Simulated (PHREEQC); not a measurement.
A solution holds 0.028 mol/kgw HF and 7.5e-05 mol/kgw NH4HF2, at 25 °C. Closed to the air; pH follows from the charge balance.

Computed with PHREEQC (ion-association model, phreeqc.dat).

Each row changes one thing in this solution. This is a speciation only: nothing precipitates in the calculation.

```json
[
 {"case": "as made", "pH": "2.39", "ionic strength (mol/kgw)": "0.00445", "HF (mol/kgw)": "0.0233", "F- (mol/kgw)": "0.00409", "HF2- (mol/kgw)": "0.000366"},
 {"case": "diluted 2-fold with water", "pH": "2.56", "ionic strength (mol/kgw)": "0.00295", "HF (mol/kgw)": "0.0110", "F- (mol/kgw)": "0.00283", "HF2- (mol/kgw)": "0.000120"},
 {"case": "NH4HF2 from 7.5e-05 to 8.25e-05 mol/kgw", "pH": "2.39", "ionic strength (mol/kgw)": "0.00446", "HF (mol/kgw)": "0.0233", "F- (mol/kgw)": "0.00409", "HF2- (mol/kgw)": "0.000366"},
 {"case": "NH4HF2 from 7.5e-05 to 0.00075 mol/kgw", "pH": "2.41", "ionic strength (mol/kgw)": "0.00490", "HF (mol/kgw)": "0.0242", "F- (mol/kgw)": "0.00449", "HF2- (mol/kgw)": "0.000416"},
 {"case": "HF from 0.028 to 0.0308 mol/kgw", "pH": "2.36", "ionic strength (mol/kgw)": "0.00471", "HF (mol/kgw)": "0.0258", "F- (mol/kgw)": "0.00428", "HF2- (mol/kgw)": "0.000425"}
]
```
